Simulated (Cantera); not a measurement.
**Reactions in the system Cu-H-O**

Cantera with NASA thermochemical tables; ideal gases at 1 bar, condensed phases pure. Values are per mole of reaction as written; species without (g) are pure solids or liquids, kept so even where they would boil at 1 bar.

2 H(g) + 2 Cu(OH)₂ ⇌ 3 H₂O(g) + Cu₂O

| T (K) | ΔH° (kJ) | ΔS° (J/K) | ΔG° (kJ) | log10 K |
|---|---|---|---|---|
| 300 | -431.6 | 212.2 | -495.2 | 86.22 |
| 673 | -458.6 | 154.2 | -562.4 | 43.65 |
| 823 | -470.3 | 138.5 | -584.3 | 37.08 |
| 973 | -482.0 | 125.4 | -604.0 | 32.43 |
| 1123 | -493.1 | 114.8 | -622.0 | 28.93 |
| 1273 | -503.1 | 106.5 | -638.6 | 26.20 |
| 1423 | -511.7 | 100.0 | -654.1 | 24.01 |
